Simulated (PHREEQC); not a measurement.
**Nickel, zinc or cadmium bath (model solution)**

A solution holds 0.0017 mol/kgw ZnCl2 and 0.00038 mol/kgw FeSO4, at 40 °C. Closed to the air; pH follows from the charge balance.

Equilibrium calculation in PHREEQC: ion-association model, phreeqc.dat.

Each row changes one thing in this solution. Precipitation was switched off in this run.

```csv
case,pH,ionic strength (mol/kgw),Fe+2 (mol/kgw),SO4-2 (mol/kgw),FeSO4 (mol/kgw),FeCl+ (mol/kgw),SI of Melanterite (FeSO4:7H2O)
as made,5.70,0.00626,0.000366,0.000302,1.30e-5,1.22e-6,-5.20
temperature from 40 to 60 °C,(withheld),0.00619,0.000362,0.000294,(withheld),1.19e-6,-5.40
ZnCl2 replaced by MnCl2 at the same molality,6.22,(withheld),0.000365,(withheld),1.32e-5,1.22e-6,-5.20
FeSO4 from 0.00038 to 0.000418 mol/kgw,5.70,0.00638,0.000401,0.000331,1.56e-5,1.34e-6,-5.12
diluted 100-fold with water,6.53,6.60e-5,(withheld),3.78e-6,3.06e-9,1.71e-10,-8.83
```

Problem. Complete the blanks.

Solution. 
- temperature from 40 to 60 °C, pH: 5.43
- temperature from 40 to 60 °C, FeSO4 (mol/kgw): 1.68e-5
- ZnCl2 replaced by MnCl2 at the same molality, ionic strength (mol/kgw): 0.00629
- ZnCl2 replaced by MnCl2 at the same molality, SO4-2 (mol/kgw): 0.000307
- diluted 100-fold with water, Fe+2 (mol/kgw): 3.79e-6

Complexes and solids missing from the database can't appear. At this temperature some constants are extrapolated from 25 °C, and those without enthalpy data are left unchanged.
